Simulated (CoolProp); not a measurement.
Values from CoolProp's reference Helmholtz-energy equation of state, Span 2000.

Task: For nitrogen, give the phase and the cp (kJ/(kg K)), viscosity (µPa s), conductivity (mW/(m K)) at 227.6 K and 0.637 MPa; 227.6 K and 4.46 MPa.

Result: 
- 227.6 K and 0.637 MPa: gas; cp 1.06, viscosity 14.5, conductivity 20.8
- 227.6 K and 4.46 MPa: supercritical; cp 1.20, viscosity 15.5, conductivity 23.4

Viscosity comes from a separate model (Lemmon 2004). Thermal conductivity comes from a separate model (Lemmon 2004).
